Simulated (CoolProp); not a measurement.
R236EA at 343.89 K and 0.106 MPa is compressed adiabatically to 0.744 MPa with isentropic efficiency 0.8. Each further row changes one setting.

Model: reference Helmholtz-energy equation of state, Rui 2013, in CoolProp.

```csv
case,work (kJ/kg),final temperature (K),final density (kg/m³)
as stated,___,___,___
efficiency 1,37.0,389.5,38.8
efficiency 0.65,56.9,408.6,___
```

Task: What belongs in the gaps?

Result: 
- as stated, work (kJ/kg): 46.2
- as stated, final temperature (K): 398.4
- as stated, final density (kg/m³): 37.6
- efficiency 0.65, final density (kg/m³): 36.3
